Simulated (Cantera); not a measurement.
What does this Cantera script print?

```python
import numpy as np
import cantera as ct

gas_names = """
    B BCL BCL2 BCL3 BH BH2 BH3 BO BOCL BO2 B2 B2O B2O2 B2O3 B3O3CL3 B3O3H3 CL CLO CL2 H HBO HBO2 HCL
    HOCL HO2 H2 H2O H2O2 H3B3O6 O OH O2 O3
""".split()
cond_names = """
    B(b) B(L) B2O3(L) B3O3H3(cr) H2O(s) H2O(L)
""".split()


# ... load() reads the species with a 1 bar reference pressure and builds the phases ...
atoms = {
    'BCl3': {'B': 1, 'CL': 3},
    'H2O': {'H': 2, 'O': 1},
    'H2': {'H': 2},
}
top_T = {}  # K; cautious upper limits of use, not melting points


# ... equilibrate(T, P, feed) seeds the gas with the atoms and calls Mixture.equilibrate('TP', solver="vcs", rtol=1e-11, max_steps=5000) ...
results = []
feed = {'BCl3': 1, 'H2O': 0.089, 'H2': 0.61}  # mol
T = 1098  # K
P = 1000  # Pa
mix = equilibrate(T, P, feed)
results.append((T, P, feed, dict(zip(mix.species_names, mix.species_moles))))
print(gas.report(threshold=1e-06))
for i in range(1, mix.n_phases):
    print(f"{mix.phase(i).name:16s} {mix.phase_moles(i):12.5e} mol")
```

Output:

```
       temperature   1098 K
          pressure   1000 Pa
           density   0.0074526 kg/m^3
  mean mol. weight   68.037 kg/kmol
   phase of matter   gas

                          1 kg             1 kmol
                     ---------------   ---------------
          enthalpy       -2.9202e+06       -1.9868e+08  J
   internal energy       -3.0543e+06       -2.0781e+08  J
           entropy            5007.2        3.4068e+05  J/K
    Gibbs function       -8.4181e+06       -5.7274e+08  J
 heat capacity c_p            852.14             57977  J/K
 heat capacity c_v            729.93             49663  J/K

                      mass frac. Y      mole frac. X     chem. pot. / RT
                     ---------------   ---------------   ---------------
              BCL2         3.533e-05        2.9418e-05           -60.155
              BCL3           0.84177           0.48883           -89.269
              BOCL        3.3459e-05        3.6564e-05           -81.523
           B3O3CL3          0.046301          0.016866           -244.57
            B3O3H3        1.8842e-05        1.5362e-05           -192.54
               HBO        1.0029e-05        2.4529e-05           -64.181
               HCL           0.10288           0.19198           -40.887
                H2         0.0089548           0.30221           -23.545
     [  +25 minor]        7.7745e-07        1.3108e-06

B(b)              5.29326e-02 mol
B2O3(L)           0.00000e+00 mol
B3O3H3(cr)        0.00000e+00 mol
```

Cantera equilibrium calculation (NASA polynomials, part measured and part estimated; ideal gas, pure solids and liquids). The tables' values for BOCl, BCl2 are old estimates; treat these amounts as uncertain. Gases not in the tables: BHCl2.
